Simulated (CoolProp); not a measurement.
Vapour-liquid equilibrium of R114 (1) + n-pentane (2) at 93.25 °C; x and y are mole fractions of (1).

The numbers come from the multi-fluid Helmholtz-energy mixture model, Platzer 1990 and Thol 2019; pair parameters Bell 2016 in CoolProp. This equation is an older, rougher fit; its heat capacities, sound speeds and derivatives of the liquid may be far off and weren't checked against measurements.

Give the bubble pressure and the first vapour's composition at x = 0.05, 0.35, 0.65. Is there an azeotrope?

x = 0.05: 566.3 kPa, y = 0.132; x = 0.35: 850.4 kPa, y = 0.551; x = 0.65: 1056 kPa, y = 0.767. No azeotrope shows between x = 0.05 and 0.95.

Pair parameters are fitted to limited data, so mixtures are less certain than the pure fluids.
